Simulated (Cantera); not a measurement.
Input (Python, Cantera) and output of one run.

```python
import numpy as np
import cantera as ct

gas_names = """
    CL CL2 H HCL H2 Na NaCL NaH Na2 Na2CL2
""".split()
cond_names = """
    Na(cr) Na(L) NaCL(s) NaCL(L)
""".split()


def load(file, names, dense=False):
    # The tables refer to 1 bar. Condensed volumes are neglected.
    table = {s.name: s for s in ct.Species.list_from_file(file)}
    out = []
    for n in names:
        d = dict(table[n].input_data)
        d["thermo"] = dict(d["thermo"], **{"reference-pressure": 1e5})
        if dense:
            d["equation-of-state"] = {"model": "constant-volume", "density": "1e6 g/cm^3"}
        out.append(ct.Species.from_dict(d))
    return out


gas = ct.Solution(thermo="ideal-gas", species=load("nasa_gas.yaml", gas_names))
cond = {s.name: ct.Solution(thermo="fixed-stoichiometry", species=[s], name=s.name)
        for s in load("nasa_condensed.yaml", cond_names, dense=True)}
atoms = {
    'NaCl': {'Na': 1, 'CL': 1},
    'HCl': {'H': 1, 'CL': 1},
    'H2': {'H': 2},
}
top_T = {}  # K; cautious upper limits of use, not melting points


def equilibrate(T, P, feed):
    n = {}
    for name, mol in feed.items():
        for a, k in atoms[name].items():
            n[a] = n.get(a, 0.0) + k * mol
    gas.TPX = T, P, n
    mass = sum(n.values()) * gas.mean_molecular_weight
    gas.equilibrate("TP")
    valid = [c for c in cond.values() if c.min_temp <= T <= top_T.get(c.name, c.max_temp)]
    mix = ct.Mixture([(gas, mass / gas.mean_molecular_weight)] + [(c, 0.0) for c in valid])
    mix.T, mix.P = T, P
    mix.equilibrate("TP", solver="vcs", rtol=1e-11, max_steps=5000)
    return mix


results = []
feed = {'NaCl': 1, 'HCl': 0.08, 'H2': 19}  # mol
P = 51  # Pa
for T in [825, 850, 875, 900, 925, 950, 975, 1000, 1025, 1050, 1075, 1100]:
    mix = equilibrate(T, P, feed)
    results.append((T, P, feed, dict(zip(mix.species_names, mix.species_moles))))

top = {s: max(r[3][s] / sum(r[3][g] for g in gas_names) for r in results) for s in gas_names}
cols = sorted((s for s in top if top[s] > 0.001), key=lambda s: -top[s])[:8]
seen = [c for c in cond_names if any(r[3].get(c, 0) > 1e-12 for r in results)]
print("log10 of partial pressures in bar; condensed amounts in mol")
print(f"{'T/K':>10s}" + "".join(f"{s[:9]:>10s}" for s in cols + seen))
for T, P, feed, n in results:
    ng = sum(n[g] for g in gas_names)
    print(f"{T:10.4g}" + "".join(f"{np.log10(max(n[s] / ng * P / 1e5, 1e-99)):10.3f}" for s in cols)
          + "".join(f"{n.get(c, 0):10.4g}" for c in seen))
```

Output:

```
log10 of partial pressures in bar; condensed amounts in mol
       T/K        H2      NaCL    Na2CL2       HCL   NaCL(s)
       825    -3.295    -6.632    -7.256    -5.670    0.9871
       850    -3.295    -6.222    -6.807    -5.671    0.9658
       875    -3.296    -5.837    -6.386    -5.672    0.9145
       900    -3.298    -5.474    -5.990    -5.674    0.7961
       925    -3.303    -5.131    -5.617    -5.678    0.5341
       950    -3.312    -4.817    -5.283    -5.688         0
       975    -3.313    -4.745    -5.420    -5.689         0
      1000    -3.314    -4.693    -5.581    -5.689         0
      1025    -3.315    -4.657    -5.762    -5.690         0
      1050    -3.316    -4.634    -5.955    -5.689         0
      1075    -3.316    -4.619    -6.155    -5.688         0
      1100    -3.316    -4.611    -6.356    -5.686         0
```

Method: chemical equilibrium by Gibbs-energy minimisation in Cantera with the NASA 1993 tables (ideal gas, pure condensed phases).
